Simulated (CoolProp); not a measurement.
Isobutane at several states: Z from the reference equation and from simpler models built on Tc = 134.7 °C, pc = 3.629 MPa, ω = 0.184; each cubic takes its own stable root.

Values from CoolProp's reference Helmholtz-energy equation of state, Bücker 2006.

| T (°C) | p (MPa) | phase | reference |
|---|---|---|---|
| -123.65 | 1.43 | liquid | 0.09455 |
| 40.95 | 16.9 | liquid | 0.6683 |
| -38.35 | 0.0122 | gas | 0.9932 |
| -13.65 | 0.318 | liquid | 0.01437 |

Question: How far does each simpler model (van der Waals, Redlich-Kwong, Peng-Robinson) lie from the reference over these 4 states: mean and median of the absolute difference, and the worst?

Answer: 
- van der Waals: mean 1602.4 %, median 54.2 %, worst +6300.8 % at -13.65 °C and 0.318 MPa
- Redlich-Kwong: mean 6.0 %, median 7.5 %, worst +8.8 % at -13.65 °C and 0.318 MPa
- Peng-Robinson: mean 4.0 %, median 4.5 %, worst -6.8 % at 40.95 °C and 16.9 MPa

At some of these states van der Waals gives the other phase, because its saturation line lies elsewhere.
